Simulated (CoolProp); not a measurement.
The fluid at 293.15 K and 1.26 MPa flows at 0.08 m/s in a round tube of 2 mm bore and 15 µm roughness, fully developed (64/Re and Nu = 3.66 if laminar; Colebrook and Gnielinski if turbulent). The same conditions are run with several fluids, on thermodynamics alone (safety and materials aside).

The numbers come from the reference Helmholtz-energy equation of state of each fluid (CF4 (R14): Platzer 1990; R13: Platzer 1990; normal hydrogen: Leachman 2009; C2F6 (R116): Lemmon 2006; methane: Setzmann 1991) in CoolProp. The equations of Platzer and Polt are older, rougher fits.

```
fluid            Reynolds number  Darcy friction factor  pressure drop (Pa/m)  heat-transfer coefficient (W/(m² K))  mass flow (kg/h)
---------------  ---------------  ---------------------  --------------------  ------------------------------------  ----------------
CF4 (R14)                    434                  0.148                  11.3                                  29.5            0.0433
R13                          689                 0.0929                  9.26                                  23.6            0.0564
normal hydrogen             18.8                   3.40                  5.63                                   338          0.000936
C2F6 (R116)                  957                 0.0669                  9.04                                  27.7            0.0764
methane                      121                  0.528                  7.17                                  62.7           0.00768
```

Transport values come from each fluid's own correlations; those of CF4 (R14), R13, C2F6 (R116) are estimates that may be off by 10 % or more.
